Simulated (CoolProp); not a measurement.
A single-stage vapour-compression cycle with R125: evaporating at 249.15 K (dew point), condensing at 304.15 K (bubble point), superheat 10 K, subcooling 8 K, compressor efficiency 0.7, no pressure losses. Each further row changes one setting.

Model: reference Helmholtz-energy equation of state, Lemmon 2005, in CoolProp.

| case | cooling COP | pressure ratio | discharge temperature (K) | refrigerating effect (kJ/kg) | volumetric capacity (kJ/m³) |
|---|---|---|---|---|---|
| as stated | 2.38 | 5.55 | 327.5 | 98.7 | 1720 |
| evaporating temperature 254.15 K | 2.76 | 4.60 | ? | 102 | 2130 |
| condensing temperature 299.15 K | 2.75 | 4.88 | ? | 105 | 1840 |
| subcooling 13 K | 2.55 | 5.55 | 327.5 | 105 | 1840 |
| superheat 20 K | 2.43 | 5.55 | ? | 107 | 1770 |
| compressor efficiency 0.6 | 2.04 | 5.55 | 334.3 | 98.7 | 1720 |

Problem. Fill in the missing entries.

Solution. 
- evaporating temperature 254.15 K, discharge temperature (K): 325.8
- condensing temperature 299.15 K, discharge temperature (K): 321.9
- superheat 20 K, discharge temperature (K): 337.6
